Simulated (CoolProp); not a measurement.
Computed with CoolProp (reference Helmholtz-energy equation of state, Guder 2009).

Problem. Give the vapour pressure (MPa), liquid density (kg/m³), vapour Z, liquid conductivity (mW/(m K)) of saturated sulfur hexafluoride at 236.5, 251.9, 274.9 K.

Solution. 
| T (K) | p (MPa) | liquid density (kg/m³) | vapour Z | liquid conductivity (mW/(m K)) |
|---|---|---|---|---|
| 236.5 | 0.387 | 1780 | 0.899 | 73.0 |
| 251.9 | 0.662 | 1690 | 0.853 | 68.5 |
| 274.9 | 1.31 | 1550 | 0.760 | 61.1 |

Thermal conductivity comes from a separate model (Assael 2012).
